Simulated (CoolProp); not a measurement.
Values from CoolProp's reference Helmholtz-energy equation of state, Thol 2017.

Task: For octamethyltrisiloxane (MDM), give the phase and the Z, cv (kJ/(kg K)) at 518.4 K and 11 bar.

Result: 
- 518.4 K and 11 bar: liquid; Z 0.112, cv 2.02
